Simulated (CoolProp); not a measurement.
Model: reference Helmholtz-energy equation of state, Thol 2017, in CoolProp.

Problem. For decamethyltetrasiloxane (MD2M), give the phase and the density (kg/m³), cv (kJ/(kg K)), expansivity (1/kK), fugacity coefficient at 600 K and 0.715 MPa; 600 K and 2.15 MPa; 600 K and 2.86 MPa.

Solution. 
- 600 K and 0.715 MPa: gas; density 58.9, cv 2.03, expansivity 4.76, fugacity coefficient 0.805
- 600 K and 2.15 MPa: supercritical; density 476, cv 2.07, expansivity 5.11, fugacity coefficient 0.417
- 600 K and 2.86 MPa: supercritical; density 499, cv 2.06, expansivity 3.74, fugacity coefficient 0.343
